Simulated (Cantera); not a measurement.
Cantera run, input and output.

```python
import numpy as np
import cantera as ct

gas = ct.Solution("gri30.yaml")
gas.TPX = 1325, 490000, {'CH3OH': 1, 'O2': 1.65, 'N2': 7.25, 'H2': 0.043}
reactor = ct.IdealGasConstPressureReactor(gas, energy="on", clone=False)
net = ct.ReactorNet([reactor])
net.rtol, net.atol = 1e-08, 1e-16
show = ['CH3OH', 'O2', 'C2H2', 'CH4', 'HCN', 'NO2']
times = np.geomspace(2e-06, 2, 10)

steps = ct.SolutionArray(gas, extra=["t"])
rows = []
print(f"{'t/s':>10s}{'T/K':>9s}{'P/Pa':>11s}" + "".join(f"{s:>11s}" for s in show))
for t in times:
    while net.time < t:
        t_next = net.step()
        steps.append(gas.state, t=t_next)
    rows.append([np.interp(t, steps.t, y) for y in (steps.T, steps.P, *steps(*show).X.T)])
    print(f"{t:10.3e}{rows[-1][0]:9.1f}{rows[-1][1]:11.4g}" + "".join(f"{x:11.3e}" for x in rows[-1][2:]))
rate = np.gradient(steps.T, steps.t)
print("integrator steps:", len(steps.t))
if steps.T.max() > steps.T[0] + 200:
    print(f"time of steepest temperature rise: {steps.t[rate.argmax()]:.4e} s")
gas.TPX = 1325, 490000, {'CH3OH': 1, 'O2': 1.65, 'N2': 7.25, 'H2': 0.043}
gas.equilibrate("HP")
print(f"equilibrium (HP): T = {gas.T:.1f} K  " + "  ".join(f"{s} {gas[s].X[0]:.3e}" for s in show))
```

Result:

```
       t/s      T/K       P/Pa      CH3OH         O2       C2H2        CH4        HCN        NO2
 2.000e-06   1325.0    4.9e+05  1.006e-01  1.659e-01  3.113e-15  5.324e-08  7.360e-18  5.666e-22
 9.283e-06   1325.0    4.9e+05  1.006e-01  1.659e-01  1.465e-14  7.368e-07  3.763e-17  8.052e-20
 4.309e-05   1325.0    4.9e+05  1.005e-01  1.659e-01  7.040e-14  4.995e-06  2.112e-16  1.061e-17
 2.000e-04   1325.9    4.9e+05  9.977e-02  1.655e-01  4.049e-13  2.004e-05  3.373e-15  4.026e-15
 9.283e-04   2663.6    4.9e+05  2.802e-16  2.068e-02  5.364e-19  1.389e-15  2.702e-10  1.310e-06
 4.309e-03   2654.1    4.9e+05  2.972e-16  1.843e-02  5.659e-19  1.522e-15  5.475e-10  3.899e-06
 2.000e-02   2653.5    4.9e+05  2.985e-16  1.829e-02  5.679e-19  1.532e-15  5.660e-10  4.061e-06
 9.283e-02   2653.5    4.9e+05  2.985e-16  1.829e-02  5.679e-19  1.532e-15  5.660e-10  4.061e-06
 4.309e-01   2653.5    4.9e+05  2.985e-16  1.829e-02  5.679e-19  1.532e-15  5.660e-10  4.061e-06
 2.000e+00   2653.5    4.9e+05  2.985e-16  1.829e-02  5.679e-19  1.532e-15  5.660e-10  4.061e-06
integrator steps: 2042
time of steepest temperature rise: 4.1282e-04 s
equilibrium (HP): T = 2653.5 K  CH3OH 3.104e-16  O2 1.829e-02  C2H2 6.183e-19  CH4 1.981e-15  HCN 5.660e-10  NO2 4.061e-06
```

Computed with Cantera and GRI-Mech 3.0 (53 species, 325 reactions). GRI-Mech 3.0 was tuned for natural gas; its chemistry of methanol as a main component is partial and can be far from experiment.
